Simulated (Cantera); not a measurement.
An adiabatic, constant-pressure homogeneous reactor starts with CH4 : C2H6 : C3H8 : O2 : N2 : CO2 = 1 : 0.087 : 0.41 : 2.29 : 25.2 : 2.3 (molar parts), equivalence ratio 1.9, at 1750 K and 1.00 atm.

Cantera simulation using GRI-Mech 3.0 (53 species, 325 reactions); the numbers are that mechanism's predictions, not measurements. GRI-Mech 3.0 was tuned for natural gas; its chemistry of propane as a main component is partial and can be far from experiment.

One state of this run: T (K) = 2242; x CH4 = <1e-12; x C2H6 = <1e-12; x C3H8 = <1e-12; x HO2 = 5.33e-9; x NO = 0.000137; x CO2 = 0.0473; x O2 = 1.70e-5. x: mole fraction; the columns are a selection and need not sum to one.

Task: Which value of t (s) does it belong to?
A) 4.33e-5
B) 0.0231
C) 1.23e-5
D) 3.51e-6

Result: B, 0.0231
